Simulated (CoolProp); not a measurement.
Saturated liquid density (kg/m³) of water: the reference equation beside estimates from Tc = 647.1 K, pc = 220.6 bar, ω = 0.344. Rackett uses Z = 0.29056 − 0.08775 ω.

The numbers come from the reference Helmholtz-energy equation of state, Wagner 2002 in CoolProp.

```tsv
T (K)	reference	Rackett	Soave-Redlich-Kwong	Peng-Robinson
490.1	844.1	696.5	607.4	688.6
501.9	828.8	682.8	593.7	673.4
513.6	812.7	668.7	579.4	657.4
525.4	795.5	654.0	563.9	640.1
537.1	777.4	638.6	547.6	621.6
548.8	757.9	622.4	530.1	601.8
560.6	736.7	605.1	511.1	580.0
572.3	713.9	586.8	490.7	556.5
```

Absolute difference from the reference over all 8 rows, mean and median: Rackett 17.8 and 17.8 %, Soave-Redlich-Kwong 29.5 and 29.3 %, Peng-Robinson 20.0 and 19.8 %.
